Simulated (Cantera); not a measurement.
A Cantera script and its output.

```python
import numpy as np
import cantera as ct

gas = ct.Solution("gri30.yaml")
gas.TPX = 1825, 100000, {'CH4': 0.25, 'N2': 15}
reactor = ct.IdealGasConstPressureReactor(gas, energy="off", clone=False)
net = ct.ReactorNet([reactor])
net.rtol, net.atol = 1e-08, 1e-18
show = ['CH4', 'H', 'H2', 'CH3', 'CH2']
times = np.geomspace(0.0002, 50, 12)

steps = ct.SolutionArray(gas, extra=["t"])
rows = []
print(f"{'t/s':>10s}{'T/K':>9s}{'P/Pa':>11s}" + "".join(f"{s:>11s}" for s in show))
for t in times:
    while net.time < t:
        t_next = net.step()
        steps.append(gas.state, t=t_next)
    rows.append([np.interp(t, steps.t, y) for y in (steps.T, steps.P, *steps(*show).X.T)])
    print(f"{t:10.3e}{rows[-1][0]:9.1f}{rows[-1][1]:11.4g}" + "".join(f"{x:11.3e}" for x in rows[-1][2:]))
rate = np.gradient(steps.T, steps.t)
print("integrator steps:", len(steps.t))
if steps.T.max() > steps.T[0] + 200:
    print(f"time of steepest temperature rise: {steps.t[rate.argmax()]:.4e} s")
gas.TPX = 1825, 100000, {'CH4': 0.25, 'N2': 15}
gas.equilibrate("TP")
print(f"equilibrium (TP): T = {gas.T:.1f} K  " + "  ".join(f"{s} {gas[s].X[0]:.3e}" for s in show))
```

It prints:

```
       t/s      T/K       P/Pa        CH4          H         H2        CH3        CH2
 2.000e-04   1825.0      1e+05  1.598e-02  3.003e-06  2.440e-04  3.158e-04  2.998e-07
 6.191e-04   1825.0      1e+05  1.408e-02  1.429e-05  2.076e-03  6.775e-04  1.254e-06
 1.916e-03   1825.0      1e+05  8.303e-03  3.727e-05  1.076e-02  4.670e-04  1.147e-06
 5.932e-03   1825.0      1e+05  3.750e-03  5.232e-05  1.834e-02  2.031e-04  5.571e-07
 1.836e-02   1825.0      1e+05  1.343e-03  6.220e-05  2.209e-02  7.465e-05  2.264e-07
 5.684e-02   1825.0      1e+05  4.292e-04  6.667e-05  2.349e-02  2.435e-05  7.762e-08
 1.759e-01   1825.0      1e+05  1.347e-04  6.823e-05  2.394e-02  7.704e-06  2.501e-08
 5.446e-01   1825.0      1e+05  4.330e-05  6.872e-05  2.408e-02  2.483e-06  8.106e-09
 1.686e+00   1825.0      1e+05  1.760e-05  6.886e-05  2.412e-02  1.010e-06  3.305e-09
 5.218e+00   1825.0      1e+05  1.404e-05  6.887e-05  2.412e-02  8.060e-07  2.638e-09
 1.615e+01   1825.0      1e+05  1.397e-05  6.887e-05  2.412e-02  8.018e-07  2.625e-09
 5.000e+01   1825.0      1e+05  1.417e-05  6.887e-05  2.412e-02  8.132e-07  2.662e-09
integrator steps: 1449
equilibrium (TP): T = 1825.0 K  CH4 4.398e-06  H 6.894e-05  H2 2.415e-02  CH3 2.524e-07  CH2 8.268e-10
```

Model: GRI-Mech 3.0 (53 species, 325 reactions), integrated in Cantera. GRI-Mech 3.0 stops at C3 and has no aromatics, soot or wall deposition, so with more carbon than oxygen in the feed, carbon stays in small species such as C2H2 where larger ones or solid carbon would form.
